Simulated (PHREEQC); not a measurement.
A column of 0.5 m (30 cells, dispersivity 0.018 m, 300 s a shift, diffusion coefficient 3e-10 m²/s) holds 0.0012 eq of the database's cation exchanger X per kg of pore water, first in equilibrium with 0.044 mol/kgw LiCl, 0.026 mol/kgw MgSO4 and 1e-05 mol/kgw HCl. It is flushed with 0.00045 mol/kgw CuCl2 and 1e-05 mol/kgw HCl, at 25 °C. Values are for the last cell. CO2 from the air is kept out. Nothing may precipitate in this run.

Model: ion-association model, phreeqc.dat, run in PHREEQC.

Task: Predict Li in solution (mol/kgw), S in solution (mol/kgw), Cu in solution (mol/kgw) at pore volumes = 0.6833, 1.85, 2.35, 2.683.

Result: 
| pore volumes | Li in solution (mol/kgw) | S in solution (mol/kgw) | Cu in solution (mol/kgw) |
|---|---|---|---|
| 0.6833 | 0.0398 | 0.0235 | 3.19e-5 |
| 1.85 | 0.000342 | 0.000181 | 9.52e-5 |
| 2.35 | 1.83e-5 | 8.50e-6 | 0.000177 |
| 2.683 | 2.36e-6 | 1.00e-6 | 0.000259 |
